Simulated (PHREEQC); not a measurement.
## Copper plating or etch bath: speciation

Dissolve 0.0014 mol CuCl2, 0.00023 mol HBF4 and 0.011 mol KCl per kg of water at 92 °C. Closed to the air; pH follows from the charge balance.

Model: ion-association model, wateq4f.dat, run in PHREEQC.

Each row changes one thing in this solution. This is a speciation only: nothing precipitates in the calculation.

```
case                                pH  ionic strength (mol/kgw)  Cu+2 (mol/kgw)  HF (mol/kgw)  F- (mol/kgw)  CuCl+ (mol/kgw)  SI of Tenorite (CuO)  SI of Atacamite (Cu2(OH)3Cl)
--------------------------------  ----  ------------------------  --------------  ------------  ------------  ---------------  --------------------  ----------------------------
as made                           3.50                    0.0149         0.00106      0.000558      0.000352         0.000329                 -1.78                         -2.68
temperature from 92 to 80 °C      3.45                    0.0151         0.00115      0.000523      0.000387         0.000242                 -2.14                         -3.10
KCl from 0.011 to 0.0165 mol/kgw  3.50                    0.0202        0.000987      0.000553      0.000358         0.000401                   ___                         -2.66
diluted 2-fold with water         3.69                   0.00761        0.000591      0.000235      0.000222         0.000105                   ___                         -2.78
```

### Question
Complete the blanks.

### Answer

- KCl from 0.011 to 0.0165 mol/kgw, SI of Tenorite (CuO): -1.84
- diluted 2-fold with water, SI of Tenorite (CuO): -1.60

Species that the database lacks are ignored. Constants without temperature data keep their 25 °C values here. Real BF4- forms and hydrolyses slowly; the run takes it at equilibrium.
